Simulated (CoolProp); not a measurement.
Nitrogen at several states: fugacity coefficient from the reference equation and from simpler models built on Tc = 126.2 K, pc = 3.396 MPa, ω = 0.037; each cubic takes its own stable root.

Values from CoolProp's reference Helmholtz-energy equation of state, Span 2000.

```csv
T (K),p (MPa),phase,reference
199.2,2.01,gas,0.9576
841.7,4,supercritical,1.016
392.1,0.035,gas,1.000
876.5,11.2,supercritical,1.043
167.6,1.29,gas,0.9491
982.9,10.6,supercritical,1.038
```

How far does each simpler model (van der Waals, Soave-Redlich-Kwong, Peng-Robinson) lie from the reference over these 6 states: mean and median of the absolute difference, and the worst?


- van der Waals: mean 0.6 %, median 0.6 %, worst -1.1 % at 876.5 K and 11.2 MPa
- Soave-Redlich-Kwong: mean 0.1 %, median 0.1 %, worst -0.3 % at 982.9 K and 10.6 MPa
- Peng-Robinson: mean 0.7 %, median 0.8 %, worst -1.2 % at 199.2 K and 2.01 MPa
